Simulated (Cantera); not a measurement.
A Cantera script and what it prints.

```python
import numpy as np
import cantera as ct

gas_names = """
    AL ALH ALO ALOH ALO2 ALO2H AL2 AL2O AL2O2 H HALO HO2 H2 H2O H2O2 O OH O2 O3 Si SiH SiH2 SiH3 SiH4
    SiO SiO2 Si2 Si3
""".split()
cond_names = """
    AL(cr) AL(L) AL2O3(a) AL2O3(L) AL2SiO5(an) AL6Si2O13(s) H2O(s) H2O(L) Si(cr) Si(L) SiO2(Lqz)
    SiO2(hqz) SiO2(L)
""".split()


# ... load() reads the species with a 1 bar reference pressure and builds the phases ...
atoms = {
    'SiO2': {'Si': 1, 'O': 2},
    'Al2O3': {'AL': 2, 'O': 3},
    'H2': {'H': 2},
}
top_T = {'AL2SiO5(an)': 2000, 'AL6Si2O13(s)': 2100}  # K; cautious upper limits of use, not melting points


# ... equilibrate(T, P, feed) seeds the gas with the atoms and calls Mixture.equilibrate('TP', solver="vcs", rtol=1e-11, max_steps=5000) ...
results = []
feed = {'SiO2': 1, 'Al2O3': 0.23, 'H2': 0.21}  # mol
P = 13332.2  # Pa
for T in [725, 775, 825, 875, 925, 975, 1025]:
    mix = equilibrate(T, P, feed)
    results.append((T, P, feed, dict(zip(mix.species_names, mix.species_moles))))

top = {s: max(r[3][s] / sum(r[3][g] for g in gas_names) for r in results) for s in gas_names}
cols = sorted((s for s in top if top[s] > 0.0001), key=lambda s: -top[s])[:8]
seen = [c for c in cond_names if any(r[3].get(c, 0) > 1e-12 for r in results)]
print("log10 of partial pressures in bar; condensed amounts in mol")
print(f"{'T/K':>10s}" + "".join(f"{s[:9]:>10s}" for s in cols + seen))
for T, P, feed, n in results:
    ng = sum(n[g] for g in gas_names)
    print(f"{T:10.4g}" + "".join(f"{np.log10(max(n[s] / ng * P / 1e5, 1e-99)):10.3f}" for s in cols)
          + "".join(f"{n.get(c, 0):10.4g}" for c in seen))
```

It prints:

```
log10 of partial pressures in bar; condensed amounts in mol
       T/K        H2 AL2SiO5(a SiO2(Lqz) SiO2(hqz)
       725    -0.875      0.23      0.77         0
       775    -0.875      0.23      0.77         0
       825    -0.875      0.23      0.77         0
       875    -0.875      0.23         0      0.77
       925    -0.875      0.23         0      0.77
       975    -0.875      0.23         0      0.77
      1025    -0.875      0.23         0      0.77
```

These are equilibrium values from Cantera (NASA tables, ideal gas, pure condensed phases), not measurements of a reactor. Mutual solubility and eutectic melting of coexisting phases are not modelled. Condensed phases not in the tables: alloys, solid solutions and most ternary compounds.
